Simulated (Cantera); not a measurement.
Charge: 1 mol FeS, 7.3 mol O2, held at 0.470 bar.

These are equilibrium values from Cantera (NASA tables, ideal gas, pure condensed phases), not measurements of a reactor. Candidate condensed phases: Fe, FeO, FeS, FeSO4, FeS2, Fe2O3, Fe2(SO4)3, Fe3O4, S; 12 gas species. Rates play no part. All values below are at 1700 K.

Base state: O2 0.849, SO2 0.149, SO3 0.00144, O 6.01e-5 (mole fractions); condensed: Fe3O4(s).

Question: What changes in the equilibrium state with this change: pressure from 0.470 bar to 0.170 bar?

Answer: 
| species | before | after |
|---|---|---|
| O2 | 0.849 | 0.849 |
| SO2 | 0.149 | 0.150 |
| SO3 | 0.00144 | 0.000868 |
| O | 6.01e-5 | 9.99e-5 |
| Fe3O4(s), mol | 0.333 | 0.333 |
